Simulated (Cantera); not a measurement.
Cantera run:

```python
import numpy as np
import cantera as ct

gas_names = """
    H HO2 H2 H2O H2O2 Hg O OH O2 O3
""".split()
cond_names = """
    H2O(s) H2O(L) Hg(cr) Hg(L) HgO(s)
""".split()


# ... load() reads the species with a 1 bar reference pressure and builds the phases ...
atoms = {
    'HgO': {'Hg': 1, 'O': 1},
    'O2': {'O': 2},
    'H2': {'H': 2},
}
top_T = {}  # K; cautious upper limits of use, not melting points


# ... equilibrate(T, P, feed) seeds the gas with the atoms and calls Mixture.equilibrate('TP', solver="vcs", rtol=1e-11, max_steps=5000) ...
results = []
feed = {'HgO': 1, 'O2': 0.7, 'H2': 0.74}  # mol
T = 1025  # K
P = 25  # Pa
mix = equilibrate(T, P, feed)
results.append((T, P, feed, dict(zip(mix.species_names, mix.species_moles))))
x = sorted(zip(gas.X, gas.species_names), reverse=True)
print(f"T = {T:g} K  P = {P:g} Pa  gas = {mix.phase_moles(0):.4g} mol")
print("   x: " + "  ".join(f"{s} {v:.3e}" for v, s in x if v > 0.0001))
print("   condensed (mol): " + ("  ".join(f"{mix.phase(i).name} {mix.phase_moles(i):.4g}"
      for i in range(1, mix.n_phases) if mix.phase_moles(i) > 1e-12) or "none"))
```

Result:

```
T = 1025 K  P = 25 Pa  gas = 2.57 mol
   x: Hg 3.891e-01  O2 3.230e-01  H2O 2.879e-01
   condensed (mol): none
```

Equilibrium computed with Cantera from the NASA thermochemical tables; the gas is ideal and each condensed phase is pure.
